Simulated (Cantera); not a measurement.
Standard-state values (1 bar) from the NASA 1993 polynomials, evaluated with Cantera. Values are per mole of reaction as written; species without (g) are pure solids or liquids, kept so even where they would boil at 1 bar. The tables' values for BOCl are old estimates.

Question: Between 300 and 2150 K, where is each reaction favourable under standard conditions?
- 3 Cl₂(g) + B₂O₃(g) → 2 BCl₃(g) + 3 O(g)
- B₂O₂(g) + BCl₃(g) + O(g) → 3 BOCl(g)
- B₂O₃(g) → B₂O₂(g) + O(g)

Answer: 
- 3 Cl₂(g) + B₂O₃(g) → 2 BCl₃(g) + 3 O(g): ΔG° is 744 kJ at 300 K and 498 kJ at 2150 K; it stays positive (K < 1). ΔH° is 802 kJ and ΔS° 142 J/K at 2150 K.
- B₂O₂(g) + BCl₃(g) + O(g) → 3 BOCl(g): ΔG° is -345 kJ at 300 K and -364 kJ at 2150 K; it stays negative (K > 1). ΔH° is -349 kJ and ΔS° 7 J/K at 2150 K.
- B₂O₃(g) → B₂O₂(g) + O(g): ΔG° is 593 kJ at 300 K and 356 kJ at 2150 K; it stays positive (K < 1). ΔH° is 635 kJ and ΔS° 130 J/K at 2150 K.
